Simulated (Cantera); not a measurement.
## Adiabatic ignition

An adiabatic, constant-pressure homogeneous reactor starts with 14.9 % H₂, 7.46 % O₂, 74.6 % N₂, 2.99 % H₂O, at 1798 K and 1.70 bar.

Cantera simulation using the H2/O2 subset of GRI-Mech 3.0, which has no nitrogen chemistry; the numbers are that mechanism's predictions, not measurements.

| t (s) | T (K) | x H₂ | x O₂ | x H₂O | x O | x OH | x HO₂ |
|---|---|---|---|---|---|---|---|
| 5.00e-6 | 1802 | 0.140 | 0.0708 | 0.0358 | 0.000733 | 0.000950 | 2.58e-5 |
| 1.12e-5 | 1950 | 0.0361 | 0.0197 | 0.113 | 0.0143 | 0.0141 | 1.04e-5 |
| 2.51e-5 | 2143 | 0.0345 | 0.0164 | 0.125 | 0.0106 | 0.0154 | 7.01e-6 |
| 5.62e-5 | 2334 | 0.0303 | 0.0129 | 0.139 | 0.00670 | 0.0152 | 4.46e-6 |
| 0.000126 | 2492 | 0.0243 | 0.00959 | 0.153 | 0.00367 | 0.0132 | 2.96e-6 |
| 0.000282 | 2590 | 0.0191 | 0.00719 | 0.163 | 0.00205 | 0.0108 | 2.28e-6 |
| 0.000631 | 2621 | 0.0171 | 0.00636 | 0.166 | 0.00161 | 0.00990 | 2.07e-6 |
| 0.00141 | 2623 | 0.0170 | 0.00630 | 0.167 | 0.00158 | 0.00983 | 2.06e-6 |
| 0.00317 | 2623 | 0.0170 | 0.00630 | 0.167 | 0.00158 | 0.00983 | 2.06e-6 |
| 0.00710 | 2623 | 0.0170 | 0.00630 | 0.167 | 0.00158 | 0.00983 | 2.06e-6 |
| 0.0159 | 2623 | 0.0170 | 0.00630 | 0.167 | 0.00158 | 0.00983 | 2.06e-6 |
| 0.0356 | 2623 | 0.0170 | 0.00630 | 0.167 | 0.00158 | 0.00983 | 2.06e-6 |
| 0.0797 | 2623 | 0.0170 | 0.00630 | 0.167 | 0.00158 | 0.00983 | 2.06e-6 |
| 0.179 | 2623 | 0.0170 | 0.00630 | 0.167 | 0.00158 | 0.00983 | 2.06e-6 |
| 0.400 | 2623 | 0.0170 | 0.00630 | 0.167 | 0.00158 | 0.00983 | 2.06e-6 |
x: mole fraction; the columns are a selection and need not sum to one.

```json
{
  "time_of_steepest_temperature_rise": "6.90 µs",
  "temperature at 0.400 s": "2623 K",
  "equilibrium_temperature": "2623 K",
  "x(H₂) at 0.400 s": "0.0170 (gas-phase equilibrium 0.0170)",
  "x(O₂) at 0.400 s": "0.00630 (gas-phase equilibrium 0.00630)",
  "x(H₂O) at 0.400 s": "0.167 (gas-phase equilibrium 0.167)"
}
```
